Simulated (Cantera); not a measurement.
A closed system holds: 1 mol C₃H₈, 0.34 mol H₂O, 5.6 mol H₂, held at 6.30 mbar.

These are equilibrium values from Cantera (NASA tables, ideal gas, pure condensed phases), not measurements of a reactor. Candidate condensed phases: C, C₆H₆, C₇H₈, C₈H₁₈, H₂O; 110 gas species. The numbers say what is thermodynamically allowed, not how fast it happens.

At 1350 K, list the 4 most abundant gas species with their mole fractions, and the condensed phases.

H₂ 0.967, CO 0.0331, CH₄ 3.39e-5, H 2.95e-5. Condensed: C(graphite).
